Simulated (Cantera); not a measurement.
A Cantera script and its output.

```python
import numpy as np
import cantera as ct

gas = ct.Solution("gri30.yaml")
gas.TPX = 1398, 1000000, {'CH3OH': 1, 'O2': 0.74, 'N2': 29}
reactor = ct.IdealGasReactor(gas, energy="on", clone=False)
net = ct.ReactorNet([reactor])
net.rtol, net.atol = 1e-08, 1e-16
show = ['CH3OH', 'O2', 'CH2', 'CO', 'C2H', 'NO', 'NO2']
times = np.geomspace(1e-06, 3, 15)

steps = ct.SolutionArray(gas, extra=["t"])
rows = []
print(f"{'t/s':>10s}{'T/K':>9s}{'P/Pa':>11s}" + "".join(f"{s:>11s}" for s in show))
for t in times:
    while net.time < t:
        t_next = net.step()
        steps.append(gas.state, t=t_next)
    rows.append([np.interp(t, steps.t, y) for y in (steps.T, steps.P, *steps(*show).X.T)])
    print(f"{t:10.3e}{rows[-1][0]:9.1f}{rows[-1][1]:11.4g}" + "".join(f"{x:11.3e}" for x in rows[-1][2:]))
rate = np.gradient(steps.T, steps.t)
print("integrator steps:", len(steps.t))
if steps.T.max() > steps.T[0] + 200:
    print(f"time of steepest temperature rise: {steps.t[rate.argmax()]:.4e} s")
gas.TPX = 1398, 1000000, {'CH3OH': 1, 'O2': 0.74, 'N2': 29}
gas.equilibrate("UV")
print(f"equilibrium (UV): T = {gas.T:.1f} K  " + "  ".join(f"{s} {gas[s].X[0]:.3e}" for s in show))
```

Result:

```
       t/s      T/K       P/Pa      CH3OH         O2        CH2         CO        C2H         NO        NO2
 1.000e-06   1398.0      1e+06  3.253e-02  2.407e-02  1.781e-08  1.513e-07  1.695e-20  2.923e-15  1.399e-19
 2.902e-06   1398.0      1e+06  3.252e-02  2.407e-02  1.781e-08  4.554e-07  5.532e-20  1.391e-14  7.686e-18
 8.420e-06   1398.0      1e+06  3.251e-02  2.406e-02  1.779e-08  1.353e-06  1.950e-19  5.107e-14  2.774e-16
 2.443e-05   1398.0      1e+06  3.244e-02  2.403e-02  1.774e-08  4.303e-06  1.282e-18  2.049e-13  9.753e-15
 7.089e-05   1398.6  1.001e+06  3.183e-02  2.380e-02  1.763e-08  3.505e-05  2.815e-17  1.344e-12  4.754e-13
 2.057e-04   1715.9  1.279e+06  1.245e-09  5.270e-06  2.052e-09  2.400e-02  7.984e-13  2.081e-06  2.223e-11
 5.969e-04   1727.2  1.286e+06  1.107e-10  2.315e-08  2.228e-11  2.250e-02  3.866e-14  1.819e-06  1.676e-12
 1.732e-03   1728.0  1.287e+06  3.269e-11  1.728e-09  2.031e-12  2.228e-02  1.003e-14  1.361e-06  5.615e-13
 5.026e-03   1728.3  1.287e+06  1.284e-11  2.475e-10  3.697e-13  2.218e-02  3.892e-15  9.162e-07  2.577e-13
 1.458e-02   1728.4  1.287e+06  9.230e-12  1.258e-10  2.153e-13  2.212e-02  2.693e-15  4.518e-07  1.149e-13
 4.232e-02   1728.4  1.287e+06  8.072e-12  1.218e-10  1.857e-13  2.210e-02  1.981e-15  1.328e-07  3.357e-14
 1.228e-01   1728.4  1.287e+06  5.748e-12  1.216e-10  1.302e-13  2.210e-02  8.493e-16  9.743e-08  2.462e-14
 3.563e-01   1728.4  1.287e+06  2.239e-12  1.216e-10  4.683e-14  2.210e-02  7.416e-17  9.747e-08  2.463e-14
 1.034e+00   1728.4  1.287e+06  4.152e-13  1.216e-10  3.611e-15  2.210e-02  1.717e-19  9.744e-08  2.462e-14
 3.000e+00   1728.4  1.287e+06  3.237e-13  1.216e-10  1.445e-15  2.210e-02  2.997e-20  9.719e-08  2.456e-14
integrator steps: 2380
time of steepest temperature rise: 1.7561e-04 s
equilibrium (UV): T = 1728.4 K  CH3OH 3.290e-13  O2 1.216e-10  CH2 1.574e-15  CO 2.210e-02  C2H 3.270e-20  NO 8.363e-08  NO2 2.113e-14
```

Detailed kinetics in Cantera: GRI-Mech 3.0 (53 species, 325 reactions). GRI-Mech 3.0 was tuned for natural gas; its chemistry of methanol as a main component is partial and can be far from experiment.
